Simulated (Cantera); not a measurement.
Input: 1 mol PbCl2, 66 mol N2, 0.29 mol HCl, equilibrated at 1798.15 K and 73000 Pa.

These are equilibrium values from Cantera (NASA tables, ideal gas, pure condensed phases), not measurements of a reactor. Candidate condensed phases: NH4Cl, Pb, PbCl2; 17 gas species. The tables' values for PbCl4 are old estimates; treat these amounts as uncertain. Equilibrium is a limit: real reactors are often held back by kinetics, nucleation or transport.

Base state: N2 0.979, PbCl2 0.0107, HCl 0.00430, PbCl 0.00341, Cl 0.00232, PbCl4 0.000630, Pb 0.000120, Cl2 3.99e-5 (mole fractions); condensed: gas only.

Task: What changes in the equilibrium state with this change: temperature from 1798.15 K to 1125 K?

Result: 
| species | before | after |
|---|---|---|
| N2 | 0.979 | 0.981 |
| PbCl2 | 0.0107 | 0.0114 |
| HCl | 0.00430 | 0.00398 |
| Cl | 0.00232 | 1.42e-8 |
| PbCl | 0.00341 | 0.00215 |
| Cl2 | 3.99e-5 | <1e-9 |
| H2 | 3.44e-7 | 0.000167 |
| Pb | 0.000120 | 5.52e-5 |

Task: What changes in the equilibrium state with this change: temperature from 1798.15 K to 998.15 K?

Result: 
```csv
species,before,after
N2,0.979,0.983
PbCl2,0.0107,0.00982
HCl,0.00430,0.00320
Cl,0.00232,<1e-9
PbCl,0.00341,0.00119
Cl2,3.99e-5,<1e-9
H2,3.44e-7,0.000559
"Pb(l), mol",0,0.0900
```
